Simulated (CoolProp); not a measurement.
Values from CoolProp's reference Helmholtz-energy equation of state, Span 2003. It is a short technical equation, of lower accuracy than the large ones.

Question: Give the vapour pressure (MPa), vapour Z, liquid viscosity (µPa s), vapour viscosity (µPa s) of saturated n-heptane at -10.85, -0.75, 16.25 °C.

Answer: 
| T (°C) | p (MPa) | vapour Z | liquid viscosity (µPa s) | vapour viscosity (µPa s) |
|---|---|---|---|---|
| -10.85 | 0.000754 | 0.999 | 603 | 5.20 |
| -0.75 | 0.00145 | 0.998 | 527 | 5.38 |
| 16.25 | 0.00387 | 0.995 | 429 | 5.70 |

Viscosity comes from a separate model (Michailidou 2014).
